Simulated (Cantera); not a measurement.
An adiabatic, constant-pressure homogeneous reactor starts with CH4 : O2 : N2 = 1 : 3.57 : 13.4 (molar parts), equivalence ratio 0.56, at 1725 K and 3750 Torr. Integrator tolerance rtol = 1e-08.

Detailed kinetics in Cantera: GRI-Mech 3.0 (53 species, 325 reactions).

### Question
What does this change do: N2 13.4 to 28 parts?

### Answer
```json
[
 {"quantity": "time of steepest temperature rise", "before": "43.7 µs", "after": "71.8 µs"},
 {"quantity": "temperature at 0.100 s", "before": "2671 K", "after": "2336 K"},
 {"quantity": "equilibrium temperature", "before": "2671 K", "after": "2335 K"},
 {"quantity": "x(CH4) at 0.100 s", "before": "<1e-12 (gas-phase equilibrium <1e-12)", "after": "<1e-12 (gas-phase equilibrium <1e-12)"},
 {"quantity": "x(O2) at 0.100 s", "before": "0.0771 (gas-phase equilibrium 0.0771)", "after": "0.0438 (gas-phase equilibrium 0.0437)"},
 {"quantity": "x(H2) at 0.100 s", "before": "0.00212 (gas-phase equilibrium 0.00212)", "after": "0.000324 (gas-phase equilibrium 0.000324)"},
 {"quantity": "x(C2H4) at 0.100 s", "before": "<1e-12 (gas-phase equilibrium <1e-12)", "after": "<1e-12 (gas-phase equilibrium <1e-12)"},
 {"quantity": "x(H) at 0.100 s", "before": "0.00105 (gas-phase equilibrium 0.00105)", "after": "9.42e-5 (gas-phase equilibrium 9.40e-5)"},
 {"quantity": "x(NO) at 0.100 s", "before": "0.0178 (gas-phase equilibrium 0.0178)", "after": "0.00795 (gas-phase equilibrium 0.00804)"},
 {"quantity": "x(CH2O) at 0.100 s", "before": "2.85e-11 (gas-phase equilibrium 2.85e-11)", "after": "<1e-12 (gas-phase equilibrium <1e-12)"}
]
```
